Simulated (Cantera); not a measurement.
What does this Cantera script print?

```python
import numpy as np
import cantera as ct

gas_names = """
    O2 AL2O CO TiO TaO2
""".split()
cond_names = """
    AL(cr) AL(L) Li(cr) Li(L) Li2O(s) Li2O(L) C(gr) Ti(a) Ti(b) Ti(L) Ta(cr) Ta(L)
""".split()


# ... load() reads the species with a 1 bar reference pressure and builds the phases ...
species = {s.name: s for s in load("nasa_gas.yaml", gas_names) + load("nasa_condensed.yaml", cond_names)}
# Each term lists the table entries of one substance; the one whose range holds T is used.
reactions = {
    '4 Al + O2(g) = 2 Al2O(g)':
        [(-4, ['AL(cr)', 'AL(L)']), (-1, ['O2']), (2, ['AL2O'])],
    '4 Li + O2(g) = 2 Li2O':
        [(-4, ['Li(cr)', 'Li(L)']), (-1, ['O2']), (2, ['Li2O(s)', 'Li2O(L)'])],
    '2 C + O2(g) = 2 CO(g)':
        [(-2, ['C(gr)']), (-1, ['O2']), (2, ['CO'])],
    '2 Ti + O2(g) = 2 TiO(g)':
        [(-2, ['Ti(a)', 'Ti(b)', 'Ti(L)']), (-1, ['O2']), (2, ['TiO'])],
    'Ta + O2(g) = TaO2(g)':
        [(-1, ['Ta(cr)', 'Ta(L)']), (-1, ['O2']), (1, ['TaO2'])],
}


def pick(names, T):
    return next(species[n] for n in names if species[n].thermo.min_temp <= T <= species[n].thermo.max_temp)


results = []
for label, terms in reactions.items():
    print(label)
    print("     T/K   dH/kJ  dS/(J/K)   dG/kJ   log10 K")
    for T in [848, 873, 898, 923, 948, 973, 998, 1023]:
        used = [(nu, pick(names, T)) for nu, names in terms]
        dH = sum(nu * s.thermo.h(T) for nu, s in used) / 1e6
        dS = sum(nu * s.thermo.s(T) for nu, s in used) / 1e3
        dG = dH - T * dS / 1e3
        logK = -dG * 1e6 / (ct.gas_constant * T * np.log(10))
        results.append((label, T, dH, dS, dG, logK, [s.name for _, s in used]))
        print(f"{T:8g} {dH:8.1f} {dS:8.1f} {dG:8.1f} {logK:8.2f}")
```

Output:

```
4 Al + O2(g) = 2 Al2O(g)
     T/K   dH/kJ  dS/(J/K)   dG/kJ   log10 K
     848   -306.0    158.0   -440.1    27.11
     873   -307.1    156.8   -444.0    26.57
     898   -308.3    155.5   -447.9    26.05
     923   -309.4    154.2   -451.8    25.57
     948   -353.3    107.2   -454.9    25.07
     973   -354.4    106.1   -457.6    24.57
     998   -355.4    105.1   -460.3    24.09
    1023   -356.4    104.1   -462.9    23.63
4 Li + O2(g) = 2 Li2O
     T/K   dH/kJ  dS/(J/K)   dG/kJ   log10 K
     848  -1211.5   -279.2   -974.7    60.04
     873  -1211.2   -278.8   -967.8    57.90
     898  -1210.8   -278.4   -960.8    55.89
     923  -1210.3   -277.9   -953.9    53.98
     948  -1209.9   -277.4   -946.9    52.17
     973  -1209.4   -276.8   -940.0    50.46
     998  -1208.8   -276.3   -933.1    48.84
    1023  -1207.6   -275.9   -925.3    47.25
2 C + O2(g) = 2 CO(g)
     T/K   dH/kJ  dS/(J/K)   dG/kJ   log10 K
     848   -222.3    178.4   -373.6    23.01
     873   -222.6    178.1   -378.0    22.62
     898   -222.8    177.8   -382.5    22.25
     923   -223.1    177.5   -386.9    21.90
     948   -223.4    177.2   -391.4    21.56
     973   -223.7    176.9   -395.8    21.25
     998   -223.9    176.6   -400.2    20.95
    1023   -224.2    176.3   -404.6    20.66
2 Ti + O2(g) = 2 TiO(g)
     T/K   dH/kJ  dS/(J/K)   dG/kJ   log10 K
     848     99.6    183.3    -55.9     3.44
     873     99.0    182.7    -60.5     3.62
     898     98.5    182.1    -65.0     3.78
     923     97.9    181.5    -69.6     3.94
     948     97.4    180.8    -74.1     4.08
     973     96.8    180.2    -78.6     4.22
     998     96.2    179.6    -83.1     4.35
    1023     95.5    179.0    -87.6     4.47
Ta + O2(g) = TaO2(g)
     T/K   dH/kJ  dS/(J/K)   dG/kJ   log10 K
     848   -204.9     25.7   -226.6    13.96
     873   -205.0     25.5   -227.3    13.60
     898   -205.2     25.3   -227.9    13.26
     923   -205.4     25.1   -228.5    12.93
     948   -205.6     24.9   -229.1    12.63
     973   -205.7     24.7   -229.8    12.33
     998   -205.9     24.5   -230.4    12.06
    1023   -206.1     24.3   -231.0    11.79
```

Standard-state values (1 bar) from the NASA 1993 polynomials, evaluated with Cantera. Condensed species are held in their standard states even where they would react or evaporate.
